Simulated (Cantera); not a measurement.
A closed system holds: 1 mol C3H8, 1.8 mol H2O, 3.1 mol N2, equilibrated at 0.000390 bar.

These are equilibrium values from Cantera (NASA tables, ideal gas, pure condensed phases), not measurements of a reactor. Candidate condensed phases: C, C6H6, C7H8, C8H18, H2O; 136 gas species. Rates play no part.

### Question
Which condensed phases are stable at each of these points (T (°C)): 825, 1025, 1225, 1425, 1625, 1825, 2025, 2225, 2425, 2625?

### Answer
```tsv
T (°C)	condensed phases	C condensed (%)
825	C(graphite)	40.0
1025	C(graphite)	40.0
1225	C(graphite)	39.8
1425	C(graphite)	39.4
1625	C(graphite)	38.5
1825	C(graphite)	36.5
2025	C(graphite)	33.4
2225	C(graphite)	28.2
2425	gas only	0.0
2625	gas only	0.0
```

From 825 °C to 2225 °C the condensed part is C(graphite). From 2425 °C to 2625 °C nothing is condensed.
